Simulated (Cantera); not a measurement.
What does this Cantera script print?

```python
import numpy as np
import cantera as ct

gas = ct.Solution("gri30.yaml")
gas.TPX = 1275, 110000, {'CO': 0.029, 'O2': 0.023, 'H2O': 0.037, 'N2': 1}
inlet = ct.Reservoir(gas, clone=True)

reactor = ct.IdealGasConstPressureReactor(gas, energy="off", clone=False)
exhaust = ct.Reservoir(gas, clone=True)
tau = [9.5, 3.4, 1.2, 0.43, 0.15, 0.054, 0.019, 0.0069][0]
for a, b in ((inlet, reactor), (reactor, exhaust)):
    ct.MassFlowController(a, b, mdot=lambda t: reactor.mass / tau)
net = ct.ReactorNet([reactor])
show = ['CO', 'O2', 'H2O', 'OH', 'H2']

rows = []
print(f"{'tau/s':>10s}{'T/K':>9s}" + "".join(f"{s:>11s}" for s in show))
for tau in [9.5, 3.4, 1.2, 0.43, 0.15, 0.054, 0.019, 0.0069]:
    net.initial_time = 0.0
    net.advance(30 * tau)
    before = gas.X
    net.advance(40 * tau)
    drift = np.max(np.abs(gas.X - before) / (gas.X + 1e-9))
    rows.append([gas.T, *gas[show].X, drift])
    print(f"{tau:10.3e}{gas.T:9.1f}" + "".join(f"{x:11.3e}" for x in gas[show].X))
```

Result:

```
     tau/s      T/K         CO         O2        H2O         OH         H2
 9.500e+00   1275.0  4.173e-05  7.926e-03  3.442e-02  2.549e-05  4.768e-06
 3.400e+00   1275.0  8.350e-05  7.945e-03  3.440e-02  3.544e-05  9.442e-06
 1.200e+00   1275.0  1.682e-04  7.987e-03  3.439e-02  4.951e-05  1.886e-05
 4.300e-01   1275.0  3.339e-04  8.070e-03  3.435e-02  6.889e-05  3.705e-05
 1.500e-01   1275.0  6.691e-04  8.242e-03  3.429e-02  9.660e-05  7.278e-05
 5.400e-02   1275.0  1.298e-03  8.569e-03  3.418e-02  1.334e-04  1.356e-04
 1.900e-02   1275.0  2.514e-03  9.200e-03  3.399e-02  1.831e-04  2.420e-04
 6.900e-03   1275.0  4.644e-03  1.030e-02  3.371e-02  2.426e-04  3.894e-04
```

Model: GRI-Mech 3.0 (53 species, 325 reactions), integrated in Cantera.
